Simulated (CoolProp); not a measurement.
Vapour-liquid equilibrium of CHF3 (R23) (1) + C2F6 (R116) (2) at 218.2 K; x and y are mole fractions of (1).

The numbers come from the multi-fluid Helmholtz-energy mixture model, Penoncello 2003 and Lemmon 2006; pair parameters Bell 2016 in CoolProp.

Task: Give the bubble pressure and the first vapour's composition at x = 0.15, 0.65, 0.75. Is there an azeotrope?

Result: x = 0.15: 0.4126 MPa, y = 0.335; x = 0.65: 0.4888 MPa, y = 0.622; x = 0.75: 0.4818 MPa, y = 0.674. y crosses x between x = 0.55 and 0.65: the model has an azeotrope there.

The pair parameters rest on a limited set of measurements; away from them the model extrapolates.
